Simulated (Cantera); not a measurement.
An isothermal, constant-pressure homogeneous reactor starts with 93.3 % NO, 6.72 % N2, at 2050 K and 1500 Pa.

Computed with Cantera and GRI-Mech 3.0 (53 species, 325 reactions). Radical loss at walls, strong at low pressure, is not modelled.

x: mole fraction; the columns are a selection and need not sum to one.

```tsv
t (s)	x NO	x O2	x N2O	x N2	x NO2	x O
0.000600	0.933	1.05e-7	1.28e-5	0.0672	6.02e-8	1.31e-5
0.00155	0.933	7.12e-7	3.21e-5	0.0672	3.65e-7	3.43e-5
0.00398	0.933	4.95e-6	7.76e-5	0.0672	1.94e-6	9.20e-5
0.0103	0.932	3.72e-5	0.000170	0.0672	7.77e-6	0.000256
0.0264	0.931	0.000298	0.000286	0.0677	1.90e-5	0.000681
0.0681	0.927	0.00192	0.000299	0.0696	2.88e-5	0.00128
0.175	0.915	[?]	[?]	[?]	[?]	[?]
0.452	0.881	0.0246	0.000230	0.0926	5.48e-5	0.00190
1.16	[?]	[?]	[?]	[?]	[?]	[?]
3.00	0.542	0.192	6.34e-5	0.261	9.76e-5	0.00371
```

Complete the blanks.


- 0.175, x O2: 0.00784
- 0.175, x N2O: 0.000266
- 0.175, x N2: 0.0756
- 0.175, x NO2: 3.77e-5
- 0.175, x O: 0.00158
- 1.16, x NO: 0.785
- 1.16, x O2: 0.0717
- 1.16, x N2O: 0.000161
- 1.16, x N2: 0.140
- 1.16, x NO2: 8.30e-5
- 1.16, x O: 0.00256
